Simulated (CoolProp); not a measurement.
Vapour-liquid equilibrium of CH2F2 (R32) (1) + R236FA (2) at 5.54 bar; x and y are mole fractions of (1).

Computed with CoolProp (multi-fluid Helmholtz-energy mixture model, Tillner-Roth 1997 and Pan 2012; pair parameters Bell 2016).

Task: Give the bubble temperature and the first vapour's composition at x = 0.05, 0.35, 0.425. Is there an azeotrope?

Result: x = 0.05: 315.7 K, y = 0.170; x = 0.35: 288.8 K, y = 0.737; x = 0.425: 284.0 K, y = 0.800. No azeotrope shows between x = 0.05 and 0.95.

The pair parameters rest on a limited set of measurements; away from them the model extrapolates.
